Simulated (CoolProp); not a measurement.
Computed with CoolProp (reference Helmholtz-energy equation of state, Thol 2015).

Problem. For octamethylcyclotetrasiloxane (D4), give the phase and the isothermal compressibility (1/MPa), expansivity (1/kK), fugacity coefficient at 620 K and 10.1 MPa; 620 K and 11.8 MPa; 620 K and 13.5 MPa.

Solution. 
- 620 K and 10.1 MPa: supercritical; isothermal compressibility 0.0159, expansivity 1.84, fugacity coefficient 0.289
- 620 K and 11.8 MPa: supercritical; isothermal compressibility 0.0131, expansivity 1.65, fugacity coefficient 0.289
- 620 K and 13.5 MPa: supercritical; isothermal compressibility 0.0111, expansivity 1.51, fugacity coefficient 0.294
